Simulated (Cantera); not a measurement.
An isothermal, constant-pressure homogeneous reactor starts with NO : N2 = 1 : 3.5 (molar parts), at 1975 K and 1.00 bar. Integrator tolerance rtol = 1e-08.

Computed with Cantera and GRI-Mech 3.0 (53 species, 325 reactions).

**Question.** What does this change do: pressure from 1.00 bar to 100.0 Torr?

**Answer.** 
| quantity | before | after |
|---|---|---|
| x(NO) at 2.00 s | 0.0749 (gas-phase equilibrium 0.00546) | 0.177 (gas-phase equilibrium 0.00546) |
| x(N2) at 2.00 s | 0.851 (gas-phase equilibrium 0.886) | 0.800 (gas-phase equilibrium 0.886) |
| x(NO2) at 2.00 s | 8.01e-5 (gas-phase equilibrium 7.05e-6) | 3.92e-5 (gas-phase equilibrium 2.57e-6) |
| x(O) at 2.00 s | 0.000152 (gas-phase equilibrium 0.000182) | 0.000248 (gas-phase equilibrium 0.000499) |
| x(O2) at 2.00 s | 0.0735 (gas-phase equilibrium 0.108) | 0.0226 (gas-phase equilibrium 0.108) |
| x(N2O) at 2.00 s | 2.76e-6 (gas-phase equilibrium 3.26e-7) | 1.30e-5 (gas-phase equilibrium 1.19e-7) |
